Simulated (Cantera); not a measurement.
## Moist CO burnout

An isothermal, constant-pressure homogeneous reactor starts with CO : O2 : H2O : N2 = 0.001 : 0.041 : 0.004 : 1 (molar parts), equivalence ratio 0.012, at 1200 K and 89000 Pa.

Computed with Cantera and GRI-Mech 3.0 (53 species, 325 reactions).

```tsv
t (s)	x CO	x O2	x H2O	x H	x N2O	x CO2
8.00e-6	0.000956	0.0392	0.00382	<1e-12	<1e-12	1.32e-11
4.11e-5	0.000956	0.0392	0.00382	<1e-12	<1e-12	6.79e-11
0.000211	0.000956	0.0392	0.00382	1.39e-12	<1e-12	3.58e-10
0.00109	0.000956	0.0392	0.00382	3.04e-11	<1e-12	2.69e-9
0.00558	0.000956	0.0392	0.00382	5.32e-9	7.13e-11	4.08e-7
0.0287	0.000350	0.0389	0.00381	6.82e-7	1.66e-7	0.000606
0.147	2.11e-5	0.0387	0.00382	1.32e-8	3.29e-7	0.000935
0.757	5.49e-7	0.0387	0.00383	1.31e-10	3.19e-7	0.000956
3.89	2.88e-9	0.0387	0.00383	6.42e-12	1.48e-7	0.000956
20.0	9.13e-11	0.0387	0.00383	3.46e-12	8.90e-9	0.000956
```
x: mole fraction; the columns are a selection and need not sum to one.

Equilibrium at this temperature and pressure: CO 9.05e-11, O2 0.0387, H2O 0.00383, H 3.42e-12, N2O 6.77e-9, CO2 0.000956 (gas phase only).
